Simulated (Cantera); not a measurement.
Ignition delay

Mixture: 1.24 % CH4, 0.210 % C2H6, 1.73 % C3H8, 19.2 % O2, 72.1 % N2, 5.57 % H2O, at 0.380 bar, adiabatic and at constant pressure. Ignition delay is the time to a rise of 400 K.

Detailed kinetics in Cantera: GRI-Mech 3.0 (53 species, 325 reactions). GRI-Mech 3.0 was tuned for natural gas; its chemistry of propane as a main component is partial and can be far from experiment.

```
T0 (K)  delay (ms)
------  ----------
1225          5.28
1300          1.52
1375         0.553
1450         0.247
1525         0.131
1600        0.0794
1675        0.0532
```

```json
{
 "apparent activation energy between 1525 and 1675 K": "130 kJ/mol"
}
```
